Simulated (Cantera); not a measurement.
Equilibrium for roasting and sulfation: Fe2O3 + H2S + H2O

Input: 1 mol Fe2O3, 4.7 mol H2S, 1.4 mol H2O, equilibrated at 5630 Torr.

These are equilibrium values from Cantera (NASA tables, ideal gas, pure condensed phases), not measurements of a reactor. Candidate condensed phases: Fe, FeO, Fe(OH)2, Fe(OH)3, FeS, FeSO4, FeS2, Fe2O3, Fe2(SO4)3, Fe3O4, H2O, H2SO4, S; 22 gas species. FeS: taken at fixed stoichiometry. Gases not in the tables: S3 to S7. Rates play no part.

From 823 K to 923 K the condensed part is FeS(s) + FeS2(s). From 1023 K to 1423 K the condensed part is FeS(s). From 1523 K to 1823 K the condensed part is FeS(l).

```tsv
T (K)	log p H2O	log p H2S	log p H2	log p S2	log p SO2	log p SH	log p SO	n FeS(s)	n FeS2(s)	n FeS(l)
823	0.73	0.30	-1.09	-3.49	-4.63	-6.22	-8.73	0.935	1.07	0
923	0.73	0.31	-1.44	-1.54	-2.06	-4.90	-6.12	1.04	0.960	0
1023	0.68	0.34	-1.46	-0.45	-0.84	-3.95	-4.57	2.00	0	0
1123	0.68	0.33	-1.10	-0.39	-0.91	-3.40	-4.04	2.00	0	0
1223	0.68	0.30	-0.81	-0.33	-0.96	-2.95	-3.58	2.00	0	0
1323	0.67	0.27	-0.57	-0.28	-0.97	-2.56	-3.19	2.00	0	0
1423	0.67	0.23	-0.38	-0.24	-0.95	-2.24	-2.83	2.00	0	0
1523	0.66	0.19	-0.23	-0.19	-0.91	-1.96	-2.51	0	0	2.00
1623	0.65	0.13	-0.11	-0.16	-0.86	-1.73	-2.21	0	0	2.00
1723	0.64	0.07	-0.01	-0.13	-0.80	-1.53	-1.95	0	0	2.00
1823	0.63	0.01	0.07	-0.11	-0.73	-1.36	-1.71	0	0	2.00
```
log p: log10 of the partial pressure in bar; n: condensed amount in mol.
